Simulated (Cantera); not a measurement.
A perfectly stirred reactor is fed with H2 : O2 : N2 : H2O = 1 : 0.962 : 3.62 : 0.25 (molar parts), equivalence ratio 0.52, at 10.0 bar; it is adiabatic with a 723 K inlet, and is followed from long to short residence time, starting on the burning branch (τ in s: 0.091, 0.047, 0.025, 0.013, 0.0066, 0.0035, 0.0018, 0.00093, 0.00049, 0.00025, 0.00013, 6.8e-05, 3.5e-05).

Detailed kinetics in Cantera: the H2/O2 subset of GRI-Mech 3.0, which has no nitrogen chemistry. The hydrogen kinetics of GRI-Mech 3.0 are dated; newer H2 mechanisms differ, most at raised pressure.

**Question.** What does this change do: O2 0.962 to 1.3 parts?

**Answer.** 
| quantity | before | after |
|---|---|---|
| blow-out, bracketed by the residence times tried | burning at 35.0 µs, the shortest tried | burning at 35.0 µs, the shortest tried |
| x(H2) at τ = 91.0 ms | 6.54e-5 | 3.16e-5 |
| x(O2) at τ = 91.0 ms | 0.0863 | 0.141 |
| x(H2O) at τ = 91.0 ms | 0.234 | 0.220 |
| x(HO2) at τ = 91.0 ms | 3.59e-6 | 3.81e-6 |
| x(O) at τ = 91.0 ms | 5.13e-5 | 3.85e-5 |
| x(H2) at τ = 1.80 ms | 0.000318 | 0.000238 |
| x(O2) at τ = 1.80 ms | 0.0862 | 0.141 |
| x(H2O) at τ = 1.80 ms | 0.233 | 0.219 |
| x(HO2) at τ = 1.80 ms | 7.77e-6 | 9.16e-6 |
| x(O) at τ = 1.80 ms | 0.000126 | 0.000109 |

**Question.** What does this change do: N2 3.62 to 2.9 parts?

**Answer.** 
```csv
quantity,before,after
"blow-out, bracketed by the residence times tried","burning at 35.0 µs, the shortest tried","burning at 35.0 µs, the shortest tried"
x(H2) at τ = 91.0 ms,6.54e-5,0.000195
x(O2) at τ = 91.0 ms,0.0863,0.0994
x(H2O) at τ = 91.0 ms,0.234,0.269
x(HO2) at τ = 91.0 ms,3.59e-6,7.63e-6
x(O) at τ = 91.0 ms,5.13e-5,0.000167
x(H2) at τ = 1.80 ms,0.000318,0.000379
x(O2) at τ = 1.80 ms,0.0862,0.0993
x(H2O) at τ = 1.80 ms,0.233,0.269
x(HO2) at τ = 1.80 ms,7.77e-6,9.44e-6
x(O) at τ = 1.80 ms,0.000126,0.000231
```
